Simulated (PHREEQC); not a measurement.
Phosphoric acid bath (model solution)

A solution holds 3.7 mmol/kgw H3PO4 and 30 mmol/kgw HCl, at 55 °C. Closed to the air; pH follows from the charge balance.

The numbers come from PHREEQC with the ion-association model, phreeqc.dat.

pH: 1.57
ionic strength: 0.0307 mol/kgw
specific conductance: 20400 µS/cm
total alkalinity: -33.7 meq/kg

```tsv
species	molality	activity	log γ
H+	0.0307	0.0266	-0.062
Cl-	0.0300	0.0251	-0.078
H3PO4	0.00303	0.00306	0.003
H2PO4-	0.000666	0.000564	-0.072
HPO4-2	3.01e-9	1.53e-9	-0.293
```

Precipitation was switched off in this run. Species that the database lacks are ignored. Away from 25 °C the constants follow the database's enthalpies or fits; those with neither stay at their 25 °C values.
